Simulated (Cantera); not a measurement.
A freely propagating, adiabatic, planar premixed flame of 5.55 % CH4, 16.8 % O2, 77.6 % N2, equivalence ratio 0.66, unburnt at 525 K and 5.00 bar; mixture-averaged transport, grid criteria slope 0.08 and curve 0.16, no radiation.

Cantera simulation using GRI-Mech 3.0 (53 species, 325 reactions); the numbers are that mechanism's predictions, not measurements. Burning velocities carry a grid error of a few per cent, more on coarse grids.

x: mole fraction of selected species; z is measured from the peak of heat release.

```tsv
z (mm)	T (K)	u (m/s)	x CH4	x O2	x O	x HCO	x C2H4	x H
-0.916	527	0.137	0.0553	0.168	<1e-8	<1e-8	2.04e-7	<1e-8
-0.611	542	0.141	0.0544	0.167	<1e-8	<1e-8	2.12e-6	<1e-8
-0.458	577	0.150	0.0525	0.164	<1e-8	<1e-8	8.29e-6	<1e-8
-0.305	697	0.182	0.0462	0.155	<1e-8	<1e-8	3.81e-5	<1e-8
-0.153	1036	0.271	0.0287	0.125	1.81e-7	1.09e-8	0.000163	4.87e-7
-0.0763	(withheld)	0.346	(withheld)	(withheld)	(withheld)	(withheld)	(withheld)	(withheld)
0	1598	0.418	0.00184	0.0704	0.000166	2.22e-6	8.57e-5	0.000128
0.0763	1704	0.444	2.33e-5	0.0604	0.000397	9.93e-8	4.35e-7	0.000126
0.153	1739	0.452	2.70e-7	0.0584	0.000246	<1e-8	<1e-8	5.43e-5
0.305	1759	0.457	<1e-8	0.0576	8.58e-5	<1e-8	<1e-8	1.08e-5
0.611	1767	0.459	<1e-8	0.0574	2.33e-5	<1e-8	<1e-8	1.45e-6
1.22	1768	0.459	<1e-8	0.0574	1.08e-5	<1e-8	<1e-8	4.25e-7
2.44	1769	0.459	<1e-8	0.0574	(withheld)	<1e-8	<1e-8	(withheld)
```

Question: What belongs in the gaps?

Answer: 
- -0.0763, T (K): 1317
- -0.0763, x CH4: 0.0142
- -0.0763, x O2: 0.0982
- -0.0763, x O: 6.38e-6
- -0.0763, x HCO: 3.98e-7
- -0.0763, x C2H4: 0.000266
- -0.0763, x H: 1.07e-5
- 2.44, x O: 9.71e-6
- 2.44, x H: 3.57e-7
